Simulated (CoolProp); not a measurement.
Saturation properties of acetone (Tc = 235.0 °C, pc = 4.692 MPa, ω = 0.307).

The numbers come from the reference Helmholtz-energy equation of state, Lemmon 2006 in CoolProp. It is a short technical equation, of lower accuracy than the large ones.

```csv
T (°C),p (MPa),liquid density (kg/m³),vapour density (kg/m³)
-22.25,0.002525,836.0,0.07070
-9.35,0.005549,822.2,0.1483
3.65,0.01125,808.1,0.2879
16.65,0.02118,…,0.5210
29.65,0.03741,…,0.8885
42.65,0.06258,764.6,1.440
55.65,0.09986,…,2.237
68.55,0.1525,734.0,3.339
81.55,0.2254,717.8,4.846
94.55,0.3229,701.1,6.850
107.55,0.4501,683.6,9.472
120.55,0.6125,665.2,12.86
133.45,0.8142,645.9,17.16
146.45,1.065,625.2,22.70
```

Some entries are withheld; supply them.


- 16.65, liquid density (kg/m³): 793.9
- 29.65, liquid density (kg/m³): 779.4
- 55.65, liquid density (kg/m³): 749.5

It boils at 56.1 °C under 1 atm.
